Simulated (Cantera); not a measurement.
Charge: 1 mol TiO₂, 1.7 mol CH₄, 0.039 mol CO, equilibrated at 370000 Pa.

These are equilibrium values from Cantera (NASA tables, ideal gas, pure condensed phases), not measurements of a reactor. Candidate condensed phases: C, C₆H₆, C₇H₈, C₈H₁₈, H₂O, Ti, TiC, TiO, TiO₂, Ti₂O₃, Ti₃O₅, Ti₄O₇; 113 gas species. Mutual solubility and eutectic melting of coexisting phases are not modelled. TiC, TiO: taken at fixed stoichiometry. Condensed phases not in the tables: solid solutions among these carbides, nitrides and lower oxides. The numbers say what is thermodynamically allowed, not how fast it happens.

x: gas mole fraction; n: condensed amount in mol.

| T (°C) | x H₂ | x CO | x H | x H₂O | x TiO | x Ti | n TiC(s) | n Ti₂O₃(s) | n Ti₂O₃(l) | n TiO(l) |
|---|---|---|---|---|---|---|---|---|---|---|
| 1750 | 0.728 | 0.270 | 0.000843 | 0.000807 | 1.55e-7 | ? | 0.481 | 0.259 | 0 | 0 |
| 1800 | 0.728 | 0.270 | 0.00117 | 0.000825 | 3.87e-7 | ? | 0.482 | 0.259 | 0 | 0 |
| 1850 | 0.728 | 0.270 | 0.00159 | 0.000839 | 9.11e-7 | ? | 0.482 | 0 | 0.259 | 0 |
| 1900 | 0.727 | 0.270 | 0.00214 | 0.000833 | 1.97e-6 | ? | 0.482 | 0 | 0.259 | 0 |
| 1950 | 0.727 | 0.270 | 0.00284 | 0.000826 | 4.10e-6 | ? | 0.482 | 0 | 0.259 | 0 |
| 2000 | 0.706 | 0.289 | 0.00367 | 0.000794 | 7.63e-6 | ? | 0.352 | 0 | 0 | 0.648 |
| 2050 | 0.705 | 0.289 | 0.00475 | 0.000751 | 1.35e-5 | ? | 0.352 | 0 | 0 | 0.648 |
| 2100 | 0.704 | 0.289 | 0.00609 | 0.000711 | 2.33e-5 | ? | 0.352 | 0 | 0 | 0.648 |
| 2150 | 0.703 | 0.289 | 0.00773 | 0.000675 | 3.93e-5 | ? | 0.352 | 0 | 0 | 0.648 |
| 2200 | 0.701 | 0.288 | 0.00971 | 0.000641 | 6.47e-5 | ? | 0.352 | 0 | 0 | 0.648 |
| 2250 | 0.699 | 0.288 | 0.0121 | 0.000610 | 0.000104 | ? | 0.351 | 0 | 0 | 0.648 |
| 2300 | 0.697 | 0.288 | 0.0149 | 0.000580 | 0.000165 | ? | 0.351 | 0 | 0 | 0.648 |
| 2350 | 0.694 | 0.287 | 0.0182 | 0.000553 | 0.000256 | ? | 0.351 | 0 | 0 | 0.647 |

Question: Complete the blanks.

Answer: 
- 1750, x Ti: 3.32e-9
- 1800, x Ti: 1.03e-8
- 1850, x Ti: 3.03e-8
- 1900, x Ti: 8.24e-8
- 1950, x Ti: 2.14e-7
- 2000, x Ti: 4.95e-7
- 2050, x Ti: 1.13e-6
- 2100, x Ti: 2.48e-6
- 2150, x Ti: 5.28e-6
- 2200, x Ti: 1.09e-5
- 2250, x Ti: 2.18e-5
- 2300, x Ti: 4.23e-5
- 2350, x Ti: 8.03e-5
